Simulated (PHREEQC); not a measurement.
Dissolve 0.099 mol/kgw HF and 0.005 mol/kgw KF at 30 °C. Closed to the air; pH follows from the charge balance.

Model: ion-association model, phreeqc.dat, run in PHREEQC.

Precipitation was switched off in this run.

**Question.** Order these F species by the share of F that they hold, largest first: HF2-, HF, F-.

**Answer.** HF (85 %), F- (8.8 %), HF2- (6.2 %)

The pH is 2.18 and the ionic strength 0.0123 mol/kgw.
